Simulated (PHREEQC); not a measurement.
# Hard or scaling water: speciation

Consider water at 25 °C with 21 mmol/kgw SrCl2, 0.085 mmol/kgw NaF and 28 mmol/kgw NaCl. Closed to the air; pH follows from the charge balance.

Computed with PHREEQC (ion-association model, wateq4f.dat).

Precipitation was switched off in this run.

Task: Predict the pH.

Result: pH 6.99.

Species that the database lacks are ignored.
